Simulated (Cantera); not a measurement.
Input (Python, Cantera):

```python
import numpy as np
import cantera as ct

gas = ct.Solution("gri30.yaml")
gas.TPX = 1725, 50, {'C3H8': 1, 'H2': 25}
reactor = ct.IdealGasConstPressureReactor(gas, energy="off", clone=False)
net = ct.ReactorNet([reactor])
net.rtol, net.atol = 1e-08, 1e-18
show = ['C3H8', 'H2', 'CH3', 'CH4', 'C2H', 'C2H6', 'C2H4']
times = np.geomspace(0.0001, 30, 10)

steps = ct.SolutionArray(gas, extra=["t"])
rows = []
print(f"{'t/s':>10s}{'T/K':>9s}{'P/Pa':>11s}" + "".join(f"{s:>11s}" for s in show))
for t in times:
    while net.time < t:
        t_next = net.step()
        steps.append(gas.state, t=t_next)
    rows.append([np.interp(t, steps.t, y) for y in (steps.T, steps.P, *steps(*show).X.T)])
    print(f"{t:10.3e}{rows[-1][0]:9.1f}{rows[-1][1]:11.4g}" + "".join(f"{x:11.3e}" for x in rows[-1][2:]))
rate = np.gradient(steps.T, steps.t)
print("integrator steps:", len(steps.t))
if steps.T.max() > steps.T[0] + 200:
    print(f"time of steepest temperature rise: {steps.t[rate.argmax()]:.4e} s")
gas.TPX = 1725, 50, {'C3H8': 1, 'H2': 25}
gas.equilibrate("TP")
print(f"equilibrium (TP): T = {gas.T:.1f} K  " + "  ".join(f"{s} {gas[s].X[0]:.3e}" for s in show))
```

Output:

```
       t/s      T/K       P/Pa       C3H8         H2        CH3        CH4        C2H       C2H6       C2H4
 1.000e-04   1725.0         50  3.750e-02  9.606e-01  8.791e-04  3.653e-05  2.290e-15  1.412e-05  8.003e-05
 4.060e-04   1725.0         50  3.415e-02  9.567e-01  3.667e-03  5.903e-04  3.368e-12  1.755e-04  1.300e-03
 1.649e-03   1725.0         50  1.817e-02  9.359e-01  1.583e-02  1.053e-02  4.517e-09  7.856e-04  1.221e-02
 6.694e-03   1725.0         50  3.943e-05  9.074e-01  1.147e-02  4.194e-02  7.737e-07  6.442e-05  1.720e-02
 2.718e-02   1725.0         50  2.299e-09  9.144e-01  6.162e-03  4.391e-02  1.093e-06  1.085e-05  3.978e-03
 1.104e-01   1725.0         50  9.804e-10  9.192e-01  3.953e-03  4.113e-02  9.240e-07  7.084e-06  5.654e-04
 4.481e-01   1725.0         50  2.797e-10  9.250e-01  2.225e-03  3.483e-02  6.918e-07  3.573e-06  2.635e-04
 1.820e+00   1725.0         50  5.890e-11  9.314e-01  1.197e-03  2.566e-02  5.731e-07  1.410e-06  1.096e-04
 7.388e+00   1725.0         50  8.843e-12  9.385e-01  6.510e-04  1.300e-02  7.075e-07  3.908e-07  3.184e-05
 3.000e+01   1725.0         50  1.898e-13  9.432e-01  2.106e-04  2.738e-03  1.200e-06  2.605e-08  3.640e-06
integrator steps: 1247
equilibrium (TP): T = 1725.0 K  C3H8 1.814e-19  H2 9.404e-01  CH3 1.866e-06  CH4 1.068e-05  C2H 2.788e-06  C2H6 8.873e-13  C2H4 9.668e-07
```

Detailed kinetics in Cantera: GRI-Mech 3.0 (53 species, 325 reactions). GRI-Mech 3.0 was tuned for natural gas; its chemistry of propane as a main component is partial and can be far from experiment. GRI-Mech 3.0 stops at C3 and has no aromatics, soot or wall deposition, so with more carbon than oxygen in the feed, carbon stays in small species such as C2H2 where larger ones or solid carbon would form. Radical loss at walls, strong at low pressure, is not modelled.
